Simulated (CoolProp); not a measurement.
A single-stage vapour-compression cycle with R124: evaporating at 274.15 K (dew point), condensing at 315.15 K (bubble point), superheat 10 K, subcooling 2 K, compressor efficiency 0.6, no pressure losses. Each further row changes one setting.

Values from CoolProp's reference Helmholtz-energy equation of state, de Vries 1995.

```json
[
 {"case": "as stated", "cooling COP": "3.35", "pressure ratio": "3.70", "discharge temperature (K)": "339.7", "refrigerating effect (kJ/kg)": "123", "volumetric capacity (kJ/m³)": "1270"},
 {"case": "evaporating temperature 279.15 K", "cooling COP": "3.98", "pressure ratio": "3.08", "discharge temperature (K)": "337.4", "refrigerating effect (kJ/kg)": "126", "volumetric capacity (kJ/m³)": "1550"},
 {"case": "condensing temperature 310.15 K", "cooling COP": "3.94", "pressure ratio": "3.22", "discharge temperature (K)": "333.6", "refrigerating effect (kJ/kg)": "129", "volumetric capacity (kJ/m³)": "1330"},
 {"case": "subcooling 7 K", "cooling COP": "3.51", "pressure ratio": "3.70", "discharge temperature (K)": "339.7", "refrigerating effect (kJ/kg)": "129", "volumetric capacity (kJ/m³)": "1330"},
 {"case": "superheat 20 K", "cooling COP": "3.40", "pressure ratio": "3.70", "discharge temperature (K)": "350.3", "refrigerating effect (kJ/kg)": "130", "volumetric capacity (kJ/m³)": "1290"},
 {"case": "compressor efficiency 0.5", "cooling COP": "2.80", "pressure ratio": "3.70", "discharge temperature (K)": "348.2", "refrigerating effect (kJ/kg)": "123", "volumetric capacity (kJ/m³)": "1270"}
]
```
